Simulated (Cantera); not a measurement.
A closed system holds: 1 mol TiO₂, 0.78 mol C, 15 mol H₂, at 2098.15 K and 13300 Pa.

Equilibrium computed with Cantera from the NASA thermochemical tables; the gas is ideal and each condensed phase is pure. Candidate condensed phases: C, C₆H₆, C₇H₈, C₈H₁₈, H₂O, Ti, TiC, TiO, TiO₂, Ti₂O₃, Ti₃O₅, Ti₄O₇; 113 gas species. Mutual solubility and eutectic melting of coexisting phases are not modelled. TiO: taken at fixed stoichiometry. Equilibrium is a limit: real reactors are often held back by kinetics, nucleation or transport.

Question: What is the equilibrium state?

Answer: x(H₂): 0.942
x(CO): 0.0492
x(H): 0.00819
x(H₂O): 0.000576
x(TiO): 2.28e-5
x(CO₂): 6.10e-6
x(Ti): 1.27e-6
n(TiO(l)): 0.578 mol
n(Ti₂O₃(s)): 0.211 mol
gas amount: 15.85 mol
log10 activity of Ti₃O₅(l) (absent): -0.34
log10 activity of Ti₄O₇(l) (absent): -1.01
log10 activity of Ti(l) (absent): -2.30
